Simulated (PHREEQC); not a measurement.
Dissolve 27 mmol/kgw NaBF4 at 25 °C. Closed to the air; pH follows from the charge balance.

All values are PHREEQC results (ion-association model, phreeqc.dat), not measurements.

No solid was allowed to form.

Q: Order these B species by the share of B that they hold, largest first: BF3OH-, BF2(OH)2-, H3BO3, BF4-.

A: BF4- (87 %), BF3OH- (6.5 %), H3BO3 (4.7 %), BF2(OH)2- (1.8 %)

The pH is 2.85 and the ionic strength 0.0286 mol/kgw. Real BF4- forms and hydrolyses slowly; the run takes it at equilibrium.
